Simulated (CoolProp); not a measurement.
Vapour-liquid equilibrium of n-butane (1) + R245fa (2) at 0.785 MPa; x and y are mole fractions of (1).

Model: multi-fluid Helmholtz-energy mixture model, Bücker 2006 and Akasaka 2015; pair parameters Bell 2016, in CoolProp.

Give the bubble temperature and the first vapour's composition at x = 0.05, 0.5, 0.8. Is there an azeotrope?

x = 0.05: 74.4 °C, y = 0.148; x = 0.5: 59.0 °C, y = 0.578; x = 0.8: 59.8 °C, y = 0.711. y crosses x between x = 0.5 and 0.65: the model has an azeotrope there.

Pair parameters are fitted to limited data, so mixtures are less certain than the pure fluids.
